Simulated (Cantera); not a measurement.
An isothermal, constant-pressure homogeneous reactor starts with 7.69 % NH₃, 92.3 % H₂, at 1775 K and 128 Torr.

Computed with Cantera and the gas-phase N/H chemistry of the illustrative SiF4/NH3 mechanism in the Surface Chemkin manual (1991). Walls and surfaces, which speed up NH3 decomposition in real reactors, are not modelled.

Predict: x(NH₃) at 7.00 s; x(H₂) at 7.00 s; x(N) at 7.00 s; x(N₂H₂) at 7.00 s; x(N₂) at 7.00 s; x(NH) at 7.00 s.


```
Property                                              Value
-----------------  ----------------------------------------
x(NH₃) at 7.00 s     0.0211 (gas-phase equilibrium 9.27e-7)
x(H₂) at 7.00 s         0.953 (gas-phase equilibrium 0.964)
x(N) at 7.00 s     7.30e-8 (gas-phase equilibrium 1.06e-11)
x(N₂H₂) at 7.00 s    1.44e-8 (gas-phase equilibrium <1e-12)
x(N₂) at 7.00 s       0.0259 (gas-phase equilibrium 0.0357)
x(NH) at 7.00 s    6.55e-7 (gas-phase equilibrium 6.39e-11)
```
